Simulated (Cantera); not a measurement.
Cantera run, input and output.

```python
import numpy as np
import cantera as ct

gas = ct.Solution("gri30.yaml")
gas.TPX = 1100, 22000, {'N2O': 1, 'H2': 0.0031, 'N2': 4.5}
reactor = ct.IdealGasConstPressureReactor(gas, energy="off", clone=False)
net = ct.ReactorNet([reactor])
net.rtol, net.atol = 1e-08, 1e-18
show = ['N2O', 'H2', 'OH', 'NO', 'H', 'HO2']
times = np.geomspace(0.0001, 100, 12)

steps = ct.SolutionArray(gas, extra=["t"])
rows = []
print(f"{'t/s':>10s}{'T/K':>9s}{'P/Pa':>11s}" + "".join(f"{s:>11s}" for s in show))
for t in times:
    while net.time < t:
        t_next = net.step()
        steps.append(gas.state, t=t_next)
    rows.append([np.interp(t, steps.t, y) for y in (steps.T, steps.P, *steps(*show).X.T)])
    print(f"{t:10.3e}{rows[-1][0]:9.1f}{rows[-1][1]:11.4g}" + "".join(f"{x:11.3e}" for x in rows[-1][2:]))
rate = np.gradient(steps.T, steps.t)
print("integrator steps:", len(steps.t))
if steps.T.max() > steps.T[0] + 200:
    print(f"time of steepest temperature rise: {steps.t[rate.argmax()]:.4e} s")
gas.TPX = 1100, 22000, {'N2O': 1, 'H2': 0.0031, 'N2': 4.5}
gas.equilibrate("TP")
print(f"equilibrium (TP): T = {gas.T:.1f} K  " + "  ".join(f"{s} {gas[s].X[0]:.3e}" for s in show))
```

Result:

```
       t/s      T/K       P/Pa        N2O         H2         OH         NO          H        HO2
 1.000e-04   1100.0    2.2e+04  1.817e-01  5.633e-04  4.715e-09  4.172e-09  1.586e-09  8.865e-12
 3.511e-04   1100.0    2.2e+04  1.817e-01  5.633e-04  4.693e-08  3.625e-08  6.981e-09  3.438e-10
 1.233e-03   1100.0    2.2e+04  1.817e-01  5.628e-04  2.618e-07  2.028e-07  2.471e-08  7.974e-09
 4.329e-03   1100.0    2.2e+04  1.817e-01  5.579e-04  9.224e-07  8.498e-07  7.634e-08  1.050e-07
 1.520e-02   1100.0    2.2e+04  1.816e-01  5.165e-04  2.067e-06  3.308e-06  1.547e-07  5.418e-07
 5.337e-02   1100.0    2.2e+04  1.813e-01  3.522e-04  2.283e-06  1.117e-05  1.161e-07  5.888e-07
 1.874e-01   1100.0    2.2e+04  1.806e-01  1.145e-04  1.615e-06  3.567e-05  2.674e-08  3.057e-07
 6.579e-01   1100.0    2.2e+04  1.790e-01  1.056e-05  8.685e-07  1.233e-04  1.519e-09  7.264e-08
 2.310e+00   1100.0    2.2e+04  1.736e-01  3.558e-08  7.515e-07  4.448e-04  2.091e-10  1.872e-08
 8.111e+00   1100.0    2.2e+04  1.562e-01  6.968e-10  8.035e-07  1.485e-03  2.142e-10  5.974e-09
 2.848e+01   1100.0    2.2e+04  1.093e-01  6.328e-10  7.890e-07  4.238e-03  2.025e-10  1.832e-09
 1.000e+02   1100.0    2.2e+04  3.581e-02  4.558e-10  6.562e-07  8.174e-03  1.269e-10  6.102e-10
integrator steps: 1936
equilibrium (TP): T = 1100.0 K  N2O 2.203e-09  H2 5.069e-12  OH 5.676e-08  NO 5.796e-05  H 1.249e-13  HO2 9.785e-11
```

Model: GRI-Mech 3.0 (53 species, 325 reactions), integrated in Cantera. GRI-Mech 3.0 was tuned for natural gas; its chemistry of N2O as a main component is partial and can be far from experiment. The mechanism lacks the step 2 NO + O2 → 2 NO2, which can matter for NO2 below about 1400 K. The temperature is held fixed by assumption; the heat of reaction is taken as removed at once.
